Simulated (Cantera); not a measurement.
Charge: 1 mol C6H6, 3 mol H2O, 0.36 mol H2, held at 0.0280 bar.

These are equilibrium values from Cantera (NASA tables, ideal gas, pure condensed phases), not measurements of a reactor. Candidate condensed phases: C, C6H6, C7H8, C8H18, H2O; 110 gas species. The numbers say what is thermodynamically allowed, not how fast it happens.

Problem. At 2598 K, list the 5 most abundant gas species with their mole fractions, and the condensed phases.

Solution. H2 0.531, CO 0.294, H 0.166, C2H2 (acetylene) 0.00855, C2H 0.000234. Condensed: C(graphite).
